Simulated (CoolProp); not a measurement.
A single-stage vapour-compression cycle with nitrous oxide: evaporating at 238.15 K (dew point), condensing at 300.15 K (bubble point), superheat 8 K, subcooling 2 K, compressor efficiency 0.8, no pressure losses. Each further row changes one setting.

Computed with CoolProp (reference Helmholtz-energy equation of state, Lemmon 2006). It is a short technical equation, of lower accuracy than the large ones.

```json
[
 {"case": "as stated", "cooling COP": "1.78", "pressure ratio": "5.29", "discharge temperature (K)": "382.0", "refrigerating effect (kJ/kg)": "179", "volumetric capacity (kJ/m³)": "4910"},
 {"case": "evaporating temperature 243.15 K", "cooling COP": "2.02", "pressure ratio": "4.48", "discharge temperature (K)": "373.7", "refrigerating effect (kJ/kg)": "181", "volumetric capacity (kJ/m³)": "5820"},
 {"case": "condensing temperature 295.15 K", "cooling COP": "2.08", "pressure ratio": "4.74", "discharge temperature (K)": "371.6", "refrigerating effect (kJ/kg)": "193", "volumetric capacity (kJ/m³)": "5290"},
 {"case": "subcooling 7 K", "cooling COP": "1.93", "pressure ratio": "5.29", "discharge temperature (K)": "382.0", "refrigerating effect (kJ/kg)": "195", "volumetric capacity (kJ/m³)": "5340"},
 {"case": "superheat 18 K", "cooling COP": "1.77", "pressure ratio": "5.29", "discharge temperature (K)": "395.9", "refrigerating effect (kJ/kg)": "189", "volumetric capacity (kJ/m³)": "4890"},
 {"case": "compressor efficiency 0.7", "cooling COP": "1.55", "pressure ratio": "5.29", "discharge temperature (K)": "394.0", "refrigerating effect (kJ/kg)": "179", "volumetric capacity (kJ/m³)": "4910"}
]
```
